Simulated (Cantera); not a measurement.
Feed: 1 mol Si₂H₆, 2 mol HCl, 63 mol H₂, held at 1.00 bar.

Equilibrium computed with Cantera from the NASA thermochemical tables; the gas is ideal and each condensed phase is pure. Candidate condensed phases: Si; 19 gas species. The feed counts by its element totals alone. The tables' values for SiCl₃ are old estimates; treat these amounts as uncertain. Gases not in the tables: Si₂H₆ and higher silanes. The numbers say what is thermodynamically allowed, not how fast it happens.

log p: log10 of the partial pressure in bar; n: condensed amount in mol.

| T (K) | log p H₂ | log p HCl | log p SiCl₂ | log p SiHCl₃ | log p SiCl₄ | n Si(s) | n Si(l) |
|---|---|---|---|---|---|---|---|
| 1273 | -0.01 | -1.70 | -2.97 | -2.95 | -3.24 | 1.77 | 0 |
| 1348 | -0.01 | -1.64 | ? | ? | ? | 1.82 | 0 |
| 1423 | -0.01 | -1.62 | -2.75 | -3.63 | -4.13 | 1.84 | 0 |
| 1498 | -0.01 | -1.61 | -2.70 | -3.99 | -4.60 | 1.84 | 0 |
| 1573 | -0.01 | -1.61 | -2.67 | ? | ? | 1.84 | 0 |
| 1648 | -0.01 | -1.61 | -2.65 | -4.65 | -5.47 | 1.84 | 0 |
| 1723 | -0.01 | -1.61 | -2.66 | -4.96 | -5.87 | 0 | 1.84 |
| 1798 | -0.01 | -1.60 | -2.69 | -5.27 | -6.25 | 0 | 1.86 |

What belongs in the gaps?


- 1573, log p SiHCl₃: -4.34
- 1573, log p SiCl₄: -5.05
- 1348, log p SiCl₂: -2.83
- 1348, log p SiHCl₃: -3.27
- 1348, log p SiCl₄: -3.66
